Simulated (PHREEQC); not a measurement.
0.05 mol of Jarosite-K (KFe3(SO4)2(OH)6) is brought to equilibrium with 1 kg of water holding 0.001 mol NaCl, at 25 °C, the pH being set by adding NaOH or HCl. Oxygen is held at 0.21 atm. The system is closed to CO2. Names ending in (a), (am) or -a are amorphous solids. The run lets Jarosite-K, Fe(OH)3(a), Jarosite-Na, Mirabilite precipitate or redissolve, and no other solid.

Model: ion-association model, wateq4f.dat, run in PHREEQC.

### Question
Predict dissolved K (mol/kgw), dissolved Fe (mol/kgw), dissolved S (mol/kgw) at pH = 4.88, 6.19.

### Answer
| pH | dissolved K (mol/kgw) | dissolved Fe (mol/kgw) | dissolved S (mol/kgw) |
|---|---|---|---|
| 4.88 | 0.000661 | 2.50e-6 | 0.00132 |
| 6.19 | 0.0295 | 1.63e-7 | 0.0589 |
